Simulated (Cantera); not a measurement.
A freely propagating, adiabatic, planar premixed flame of CH4 : CO : O2 : N2 : H2O = 1 : 0.79 : 1.71 : 6.84 : 1.6 (molar parts), unburnt at 625 K and 3.80 bar; mixture-averaged transport, grid criteria slope 0.08 and curve 0.16, no radiation.

Cantera simulation using GRI-Mech 3.0 (53 species, 325 reactions); the numbers are that mechanism's predictions, not measurements. Burning velocities carry a grid error of a few per cent, more on coarse grids.

Task: Predict: laminar burning velocity; thermal thickness; peak x(CH2O); peak x(CH3).

Result: 
```json
{
 "laminar_burning_velocity": "26.9 cm/s",
 "thermal_thickness": "0.331 mm",
 "peak x(CH2O)": "0.000972",
 "peak x(CH3)": "0.00115"
}
```
